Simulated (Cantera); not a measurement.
An adiabatic, constant-pressure homogeneous reactor starts with CH3OH : O2 : N2 = 1 : 1.7 : 6.41 (molar parts), equivalence ratio 0.88, at 1300 K and 4.90 bar.

Detailed kinetics in Cantera: GRI-Mech 3.0 (53 species, 325 reactions). GRI-Mech 3.0 was tuned for natural gas; its chemistry of methanol as a main component is partial and can be far from experiment.

### Question
Predict: time of steepest temperature rise; temperature at 0.600 s; equilibrium temperature; x(O2) at 0.600 s; x(HO2) at 0.600 s.

### Answer
| Property | Value |
|---|---|
| time of steepest temperature rise | 0.573 ms |
| temperature at 0.600 s | 2689 K |
| equilibrium temperature | 2689 K |
| x(O2) at 0.600 s | 0.0256 (gas-phase equilibrium 0.0256) |
| x(HO2) at 0.600 s | 9.51e-6 (gas-phase equilibrium 9.51e-6) |
